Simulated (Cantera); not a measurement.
Cantera run, input and output.

```python
import numpy as np
import cantera as ct

gas = ct.Solution("gri30.yaml")
gas.TPX = 775, 1000000, {'CH4': 1, 'H2': 0.048, 'O2': 1.26, 'N2': 4.74}
inlet = ct.Reservoir(gas, clone=True)
gas.equilibrate("HP")  # start burning
reactor = ct.IdealGasConstPressureReactor(gas, energy="on", clone=False)
exhaust = ct.Reservoir(gas, clone=True)
tau = [0.087, 0.034, 0.014, 0.0054, 0.0022, 0.00086, 0.00034, 0.00014, 5.4e-05][0]
for a, b in ((inlet, reactor), (reactor, exhaust)):
    ct.MassFlowController(a, b, mdot=lambda t: reactor.mass / tau)
net = ct.ReactorNet([reactor])
show = ['CH4', 'H2', 'O2', 'N2O', 'CH3', 'C2H2']

rows = []
print(f"{'tau/s':>10s}{'T/K':>9s}" + "".join(f"{s:>11s}" for s in show))
for tau in [0.087, 0.034, 0.014, 0.0054, 0.0022, 0.00086, 0.00034, 0.00014, 5.4e-05]:
    net.initial_time = 0.0
    net.advance(30 * tau)
    before = gas.X
    net.advance(40 * tau)
    drift = np.max(np.abs(gas.X - before) / (gas.X + 1e-9))
    rows.append([gas.T, *gas[show].X, drift])
    print(f"{tau:10.3e}{gas.T:9.1f}" + "".join(f"{x:11.3e}" for x in gas[show].X))
```

Output:

```
     tau/s      T/K        CH4         H2         O2        N2O        CH3       C2H2
 8.700e-02   2187.3  2.034e-04  9.800e-02  1.824e-05  5.030e-09  2.147e-05  9.762e-06
 3.400e-02   2188.3  4.650e-04  9.721e-02  4.510e-05  8.344e-09  5.031e-05  4.992e-05
 1.400e-02   2190.2  9.432e-04  9.557e-02  1.057e-04  1.303e-08  1.059e-04  1.962e-04
 5.400e-03   2193.4  1.796e-03  9.221e-02  2.598e-04  1.758e-08  2.154e-04  6.459e-04
 2.200e-03   2196.4  2.939e-03  8.721e-02  5.952e-04  1.896e-08  3.853e-04  1.482e-03
 8.600e-04   2196.1  4.482e-03  8.048e-02  1.391e-03  1.862e-08  6.569e-04  2.700e-03
 3.400e-04   2185.8  6.489e-03  7.310e-02  3.196e-03  1.975e-08  1.053e-03  3.948e-03
 1.400e-04   2152.0  9.519e-03  6.571e-02  7.337e-03  2.713e-08  1.592e-03  4.865e-03
 5.400e-05    775.0  1.419e-01  6.810e-03  1.788e-01 -9.470e-22  1.962e-12 -2.770e-17
```

Model: GRI-Mech 3.0 (53 species, 325 reactions), integrated in Cantera.
